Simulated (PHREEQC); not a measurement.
## Hard or scaling water: speciation

Make-up at 20 °C: 0.0069 mol CaCl2, 0.0033 mol Na2HPO4 and 0.011 mol KCl per kg of water. Closed to the air; pH follows from the charge balance.

The numbers come from PHREEQC with the ion-association model, phreeqc.dat.

No solid was allowed to form.

### Question
Predict the pH.

### Answer
pH 7.88.

### Question
In which forms is Ca present?

### Answer
Ca+2 79 %, CaHPO4 17 %, CaPO4- 3.3 % of the Ca.

Examples of supersaturated solids here: Hydroxyapatite. Others may be too.
